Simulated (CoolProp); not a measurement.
Properties of n-decane along the isotherm 620 K.

Values from CoolProp's reference Helmholtz-energy equation of state, Lemmon 2006. It is a short technical equation, of lower accuracy than the large ones.

| p (MPa) | phase | density (kg/m³) | viscosity (µPa s) |
|---|---|---|---|
| 0.0665 | gas | 1.856 | 10.7 |
| 0.0975 | gas | 2.736 | 10.7 |
| 0.143 | gas | 4.045 | 10.7 |
| 0.21 | gas | 6.012 | 10.7 |
| 0.308 | gas | 8.980 | 10.7 |
| 0.453 | gas | 13.59 | 10.7 |
| 0.665 | gas | 20.88 | 10.9 |
| 0.975 | gas | 33.10 | 11.2 |
| 1.43 | gas | 56.57 | 12.0 |
| 3.08 | supercritical | 382.8 | 57.7 |
| 4.53 | supercritical | 419.3 | 68.2 |
| 6.65 | supercritical | 447.4 | 77.9 |
| 9.75 | supercritical | 472.8 | 88.5 |
| 14.3 | supercritical | 497.6 | 101 |
| 21 | supercritical | 522.7 | 116 |

Viscosity comes from a separate model (Huber 2004).
